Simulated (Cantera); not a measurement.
N2O furnace oxynitridation

A perfectly stirred reactor is fed with 100 % N₂O, at 10.00 Torr; it is held at 1400 K, and followed from long to short residence time.

Computed with Cantera and GRI-Mech 3.0 (53 species, 325 reactions). GRI-Mech 3.0 was tuned for natural gas; its chemistry of N2O as a main component is partial and can be far from experiment. Radical loss at walls, strong at low pressure, is not modelled. The temperature is held fixed by assumption; the heat of reaction is taken as removed at once.

```json
[
 {"τ (s)": "0.53", "x N₂O": "0.857", "x O": "2.56e-5", "x NO": "0.0188", "x O₂": "0.0382", "x NO₂": "2.05e-6"},
 {"τ (s)": "0.29", "x N₂O": "0.916", "x O": "2.56e-5", "x NO": "0.0110", "x O₂": "0.0224", "x NO₂": "1.00e-6"},
 {"τ (s)": "0.15", "x N₂O": "0.955", "x O": "2.55e-5", "x NO": "0.00591", "x O₂": "0.0120", "x NO₂": "4.26e-7"},
 {"τ (s)": "0.081", "x N₂O": "0.975", "x O": "2.55e-5", "x NO": "0.00326", "x O₂": "0.00664", "x NO₂": "1.76e-7"},
 {"τ (s)": "0.043", "x N₂O": "0.987", "x O": "2.54e-5", "x NO": "0.00174", "x O₂": "0.00355", "x NO₂": "6.43e-8"},
 {"τ (s)": "0.023", "x N₂O": "0.993", "x O": "2.53e-5", "x NO": "0.000935", "x O₂": "0.00190", "x NO₂": "2.17e-8"},
 {"τ (s)": "0.012", "x N₂O": "0.996", "x O": "2.51e-5", "x NO": "0.000485", "x O₂": "0.000987", "x NO₂": "6.50e-9"},
 {"τ (s)": "0.0066", "x N₂O": "0.998", "x O": "2.47e-5", "x NO": "0.000263", "x O₂": "0.000535", "x NO₂": "2.02e-9"}
]
```
x: mole fraction; the columns are a selection and need not sum to one.
